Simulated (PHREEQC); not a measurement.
Model water analysis in mg/L, 25 °C, pH 6.61, pe 9.7:

```tsv
constituent	mg/L
Na	12.3
K	2.85
Ca	2.58
Mg	0.171
Cl	1.29
S(6) as SO4	18.4
Alkalinity as HCO3	21.9
Zn	0.0423
Cu(2)	0.00653
Pb	1.69
```

Valence states are taken as typed.

Model: ion-association model, phreeqc.dat, run in PHREEQC.

```csv
quantity,before,after
CO2 (mol/kgw),0.000187,0.000714
Mg+2 (mol/kgw),6.78e-6,2.53e-5
Pb+2 (mol/kgw),3.45e-6,6.02e-6
PbCO3 (mol/kgw),3.35e-6,1.97e-5
CaSO4 (mol/kgw),1.58e-6,1.80e-5
SI of Cerussite (PbCO3),+0.42,+1.18
SI of Pb(OH)2 (Pb(OH)2),-0.46,-0.27
```

Problem. What was changed between the two runs?
(A) all concentrations times 4 at the same typed pH
(B) pH from 6.61 to 6.91 at the same alkalinity
(C) pH from 6.61 to 7.61 at the same alkalinity
(D) temperature from 25 to 30 °C at the same typed pH
(E) K from 2.85 to 8.55 mg/L

Solution. A, all concentrations times 4 at the same typed pH

This is a speciation only: nothing precipitates in the calculation. Some of these states are supersaturated (in Cerussite, for instance). The database's constant for dissolved Cu(OH)2 is higher than later reviews accept. The database's zinc carbonate complexes are estimates, stronger than later reviews accept.
